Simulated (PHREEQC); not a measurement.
**Alkaline etch or developer: an equilibrium model**

Dissolve 0.0011 mol NaOH, 0.00086 mol K2SiO3 and 0.0023 mol (CH3)4NCl per kg of water at 25 °C. Closed to the air; pH follows from the charge balance.

Equilibrium calculation in PHREEQC: ion-association model, phreeqc.dat.

Precipitation was switched off in this run.

### Question
Estimate the pH, ionic strength.

### Answer
pH 11.26; ionic strength 0.00513 mol/kgw.

### Question
In which forms is Si present?

### Answer
H3SiO4- 95 %, H4SiO4 3.3 %, H2SiO4-2 1.5 % of the Si.

Complexes and solids missing from the database can't appear. (CH3)4N+ isn't in the database: it is added as a free cation with an ion size of 4 Å.
